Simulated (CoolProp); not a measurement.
Saturation properties of acetone.

The numbers come from the reference Helmholtz-energy equation of state, Lemmon 2006 in CoolProp. It is a short technical equation, of lower accuracy than the large ones.

| T (K) | p (MPa) | liquid density (kg/m³) | vapour density (kg/m³) | enthalpy of vaporisation (kJ/kg) | liquid cp (kJ/(kg K)) | surface tension (mN/m) |
|---|---|---|---|---|---|---|
| 293.1 | 0.02461 | 790.3 | 0.5998 | 539.3 | 2.131 | 23.3 |
| 307 | 0.04443 | 774.7 | 1.044 | 525.1 | 2.166 | 21.6 |
| 320.9 | 0.07557 | 758.7 | 1.720 | 510.5 | 2.204 | 19.9 |
| 334.8 | 0.1222 | 742.3 | 2.706 | 495.2 | 2.247 | 18.2 |
| 348.7 | 0.1890 | 725.3 | 4.095 | 479.2 | 2.294 | 16.5 |
| 362.7 | 0.2822 | 707.6 | 6.014 | 462.1 | 2.347 | 14.8 |
| 376.6 | 0.4065 | 689.2 | 8.570 | 444.1 | 2.404 | 13.2 |
| 390.5 | 0.5689 | 669.8 | 11.94 | 424.8 | 2.469 | 11.6 |
| 404.4 | 0.7767 | 649.3 | 16.35 | 403.9 | 2.544 | 10.0 |
| 418.3 | 1.037 | 627.3 | 22.08 | 381.1 | 2.631 | 8.48 |
| 432.3 | 1.362 | 603.3 | 29.61 | 355.6 | 2.738 | 6.96 |
| 446.2 | 1.755 | 577.1 | 39.45 | 327.1 | 2.876 | 5.51 |
| 460.1 | 2.229 | 547.6 | 52.67 | 294.3 | 3.069 | 4.10 |

It boils at 329.2 K under 1 atm.

Surface tension comes from a separate correlation (Mulero 2012).
